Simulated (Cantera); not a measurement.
Charge: 1 mol BN, 0.58 mol N₂, at 29.0 Pa.

Equilibrium computed with Cantera from the NASA thermochemical tables; the gas is ideal and each condensed phase is pure. Candidate condensed phases: B, BN; 5 gas species. Kinetics and transport are ignored.

x: gas mole fraction; n: condensed amount in mol.

| T (K) | x N₂ | x B | x BN | x B₂ | n BN(s) | n B(s) | n B(l) |
|---|---|---|---|---|---|---|---|
| 1623 | 1.00 | 3.89e-9 | 2.44e-10 | <1e-12 | 1.00 | 0 | 0 |
| 1723 | 1.00 | 1.24e-7 | 5.36e-9 | <1e-12 | 1.00 | 0 | 0 |
| 1823 | 1.000 | 2.70e-6 | 8.37e-8 | <1e-12 | 1.000 | 0 | 0 |
| 1923 | 1.000 | 4.24e-5 | 9.77e-7 | 8.11e-11 | 1.000 | 0 | 0 |
| 2023 | 0.999 | ___ | ___ | ___ | 1.000 | 0 | 0 |
| 2123 | 0.997 | 0.00316 | 4.34e-5 | 7.91e-8 | 0 | 0.997 | 0 |
| 2223 | 0.987 | ___ | ___ | ___ | 0 | 0.986 | 0 |
| 2323 | 0.953 | 0.0465 | 0.000409 | 4.07e-6 | 0 | 0.947 | 0 |
| 2423 | 0.860 | 0.139 | 0.000965 | 1.95e-5 | 0 | 0 | 0.824 |

### Question
Fill in the missing entries.

### Answer

- 2223, x B: 0.0129
- 2223, x BN: 0.000141
- 2223, x B₂: 6.22e-7
- 2023, x B: 0.000507
- 2023, x BN: 8.91e-6
- 2023, x B₂: 4.65e-9
